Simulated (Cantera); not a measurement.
Input (Python, Cantera):

```python
import numpy as np
import cantera as ct

gas = ct.Solution("gri30.yaml")
gas.TPX = 2098, 101325, {'CH4': 1, 'H2O': 3}
inlet = ct.Reservoir(gas, clone=True)

reactor = ct.IdealGasConstPressureReactor(gas, energy="off", clone=False)
exhaust = ct.Reservoir(gas, clone=True)
tau = [0.49, 0.16, 0.051, 0.016, 0.0053, 0.0017, 0.00056, 0.00018][0]
for a, b in ((inlet, reactor), (reactor, exhaust)):
    ct.MassFlowController(a, b, mdot=lambda t: reactor.mass / tau)
net = ct.ReactorNet([reactor])
show = ['CH4', 'H2O', 'HO2', 'C2H', 'H', 'CO']

rows = []
print(f"{'tau/s':>10s}{'T/K':>9s}" + "".join(f"{s:>11s}" for s in show))
for tau in [0.49, 0.16, 0.051, 0.016, 0.0053, 0.0017, 0.00056, 0.00018]:
    net.initial_time = 0.0
    net.advance(30 * tau)
    before = gas.X
    net.advance(40 * tau)
    drift = np.max(np.abs(gas.X - before) / (gas.X + 1e-9))
    rows.append([gas.T, *gas[show].X, drift])
    print(f"{tau:10.3e}{gas.T:9.1f}" + "".join(f"{x:11.3e}" for x in gas[show].X))
```

Result:

```
     tau/s      T/K        CH4        H2O        HO2        C2H          H         CO
 4.900e-01   2098.0  6.654e-04  3.158e-01  1.485e-10  4.847e-09  2.136e-03  1.476e-01
 1.600e-01   2098.0  1.819e-03  3.186e-01  1.500e-10  3.558e-08  2.119e-03  1.462e-01
 5.100e-02   2098.0  4.435e-03  3.274e-01  1.590e-10  2.055e-07  2.096e-03  1.415e-01
 1.600e-02   2098.0  9.324e-03  3.518e-01  1.869e-10  8.430e-07  2.041e-03  1.281e-01
 5.300e-03   2098.0  1.662e-02  3.992e-01  2.504e-10  2.260e-06  1.929e-03  1.027e-01
 1.700e-03   2098.0  2.779e-02  4.702e-01  3.695e-10  4.411e-06  1.733e-03  6.831e-02
 5.600e-04   2098.0  4.500e-02  5.448e-01  5.169e-10  6.193e-06  1.471e-03  3.858e-02
 1.800e-04   2098.0  7.409e-02  6.100e-01  6.272e-10  6.399e-06  1.160e-03  1.878e-02
```

Cantera simulation using GRI-Mech 3.0 (53 species, 325 reactions); the numbers are that mechanism's predictions, not measurements.
